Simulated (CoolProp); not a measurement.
Saturation properties of R1123 (Tc = 331.7 K, pc = 45.49 bar, ω = 0.243).

Model: reference Helmholtz-energy equation of state, Akasaka 2020, in CoolProp.

```csv
T (K),p (bar),liquid density (kg/m³),vapour density (kg/m³)
209.6,0.8979,___,___
216.9,1.302,1329,___
224.2,1.835,1305,8.549
231.5,2.524,1281,11.55
238.8,3.395,1256,15.32
246.1,4.476,___,20.00
253.4,5.800,___,25.74
260.7,7.397,1175,32.75
268,___,1145,___
275.4,11.58,___,51.76
```

Question: Complete the blanks.

Answer: 
- 209.6, liquid density (kg/m³): 1352
- 209.6, vapour density (kg/m³): 4.372
- 216.9, vapour density (kg/m³): 6.190
- 246.1, liquid density (kg/m³): 1230
- 253.4, liquid density (kg/m³): 1203
- 268, p (bar): 9.302
- 268, vapour density (kg/m³): 41.26
- 275.4, liquid density (kg/m³): 1113

It boils at 211.9 K under 1 atm.
